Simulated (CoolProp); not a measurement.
Dodecamethylcyclohexasiloxane (D6) along the isotherm 620 K: density (kg/m³) from the reference equation and from simpler models built on Tc = 645.8 K, pc = 0.9614 MPa, ω = 0.736; each cubic takes its own stable root.

Model: reference Helmholtz-energy equation of state, Colonna 2008, in CoolProp. It is a short technical equation, of lower accuracy than the large ones.

```json
[
 {"p (MPa)": "0.00456", "phase": "gas", "reference": "0.3945", "van der Waals": "0.3942", "Redlich-Kwong": "0.3943", "Soave-Redlich-Kwong": "0.3943", "Peng-Robinson": "0.3944"},
 {"p (MPa)": "0.0077", "phase": "gas", "reference": "0.6672", "van der Waals": "0.6663", "Redlich-Kwong": "0.6666", "Soave-Redlich-Kwong": "0.6667", "Peng-Robinson": "0.6670"},
 {"p (MPa)": "0.013", "phase": "gas", "reference": "1.129", "van der Waals": "1.127", "Redlich-Kwong": "1.128", "Soave-Redlich-Kwong": "1.128", "Peng-Robinson": "1.129"},
 {"p (MPa)": "0.0219", "phase": "gas", "reference": "1.911", "van der Waals": "1.904", "Redlich-Kwong": "1.907", "Soave-Redlich-Kwong": "1.908", "Peng-Robinson": "1.910"},
 {"p (MPa)": "0.037", "phase": "gas", "reference": "3.254", "van der Waals": "3.235", "Redlich-Kwong": "3.242", "Soave-Redlich-Kwong": "3.244", "Peng-Robinson": "3.249"},
 {"p (MPa)": "0.0624", "phase": "gas", "reference": "5.562", "van der Waals": "?", "Redlich-Kwong": "5.525", "Soave-Redlich-Kwong": "5.533", "Peng-Robinson": "5.548"},
 {"p (MPa)": "0.105", "phase": "gas", "reference": "9.577", "van der Waals": "9.410", "Redlich-Kwong": "9.470", "Soave-Redlich-Kwong": "9.494", "Peng-Robinson": "9.536"},
 {"p (MPa)": "0.178", "phase": "gas", "reference": "16.93", "van der Waals": "16.42", "Redlich-Kwong": "16.60", "Soave-Redlich-Kwong": "16.68", "Peng-Robinson": "16.81"},
 {"p (MPa)": "0.3", "phase": "gas", "reference": "30.86", "van der Waals": "29.19", "Redlich-Kwong": "29.80", "Soave-Redlich-Kwong": "30.08", "Peng-Robinson": "30.50"},
 {"p (MPa)": "0.506", "phase": "gas", "reference": "?", "van der Waals": "?", "Redlich-Kwong": "57.66", "Soave-Redlich-Kwong": "59.13", "Peng-Robinson": "60.70"},
 {"p (MPa)": "0.855", "phase": "liquid", "reference": "?", "van der Waals": "310.7", "Redlich-Kwong": "403.9", "Soave-Redlich-Kwong": "450.4", "Peng-Robinson": "505.9"},
 {"p (MPa)": "1.44", "phase": "liquid", "reference": "542.2", "van der Waals": "368.3", "Redlich-Kwong": "467.2", "Soave-Redlich-Kwong": "494.0", "Peng-Robinson": "553.8"}
]
```

Question: Complete the blanks.

Answer: 
- 0.0624, van der Waals: 5.505
- 0.506, reference: 61.82
- 0.506, van der Waals: 55.27
- 0.855, reference: 511.3
